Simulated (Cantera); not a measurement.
Feed: 1 mol Fe(CO)5, 4.9 mol CO, 0.14 mol H2, equilibrated at 727 °C and 1000 Pa.

Equilibrium computed with Cantera from the NASA thermochemical tables; the gas is ideal and each condensed phase is pure. Candidate condensed phases: C, C6H6, C7H8, C8H18, Fe, Fe(CO)5, FeO, Fe(OH)2, Fe(OH)3, Fe2O3, Fe3O4, H2O; 114 gas species. Condensed phases not in the tables: cementite and carbon dissolved in iron. The numbers say what is thermodynamically allowed, not how fast it happens.

Base state: CO 0.981, H2 0.0140, CO2 0.00545, H2O 5.41e-5 (mole fractions); condensed: C(graphite) + Fe(α).

Problem. What changes in the equilibrium state with this change: H2 from 0.14 to 53 mol?

Solution. 
| species | before | after |
|---|---|---|
| H2 | 0.0140 | 0.842 |
| CO | 0.981 | 0.157 |
| CH4 | 1.86e-7 | 0.000669 |
| CO2 | 0.00545 | 0.000141 |
| H2O | 5.41e-5 | 0.000528 |
| C(graphite), mol | 0.0550 | 0 |
| Fe(α), mol | 1.00 | 1.00 |

Problem. What changes in the equilibrium state with this change: 1.4 mol O2 added?

Solution. 
```tsv
species	before	after
CO	0.981	0.785
CO2	0.00545	0.201
H2	0.0140	0.0118
H2O	5.41e-5	0.00211
C(graphite), mol	0.0550	0
Fe(α), mol	1.00	0.242
FeO(s), mol	0	0.758
```
The tables' stoichiometric FeO is somewhat more stable than real wüstite, so its field is too wide. FeO: taken at fixed stoichiometry.
